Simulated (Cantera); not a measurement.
A closed system holds: 1 mol CuO, 2.9 mol CH4, 1.1 mol CO, held at 1.00 bar.

Method: chemical equilibrium by Gibbs-energy minimisation in Cantera with the NASA 1993 tables (ideal gas, pure condensed phases). Candidate condensed phases: C, C6H6, C7H8, C8H18, Cu, CuO, Cu(OH)2, Cu2O, H2O; 113 gas species. Rates play no part.

log p: log10 of the partial pressure in bar; n: condensed amount in mol.

| T (K) | log p H2 | log p CO | log p Cu | log p H | log p C2H2 (acetylene) | n C(graphite) | n Cu(l) |
|---|---|---|---|---|---|---|---|
| 1473 | -0.14 | -0.58 | -5.29 | -4.97 | -5.32 | 1.89 | 1.000 |
| 1623 | -0.13 | -0.58 | -4.26 | -4.23 | -4.59 | 1.89 | 1.000 |
| 1773 | -0.13 | -0.58 | -3.40 | -3.61 | -3.99 | 1.90 | 0.997 |
| 1923 | -0.14 | -0.58 | -2.69 | -3.09 | -3.48 | 1.89 | 0.984 |
| 2073 | -0.14 | -0.58 | -2.08 | -2.65 | -3.05 | 1.88 | 0.933 |
| 2223 | -0.15 | -0.59 | -1.56 | -2.27 | -2.69 | 1.87 | ___ |
| 2373 | -0.18 | -0.61 | -1.10 | -1.94 | -2.39 | 1.83 | ___ |
| 2523 | -0.20 | -0.63 | -0.96 | -1.66 | -2.13 | 1.76 | ___ |

Complete the blanks.


- 2223, n Cu(l): 0.772
- 2373, n Cu(l): 0.306
- 2523, n Cu(l): 0
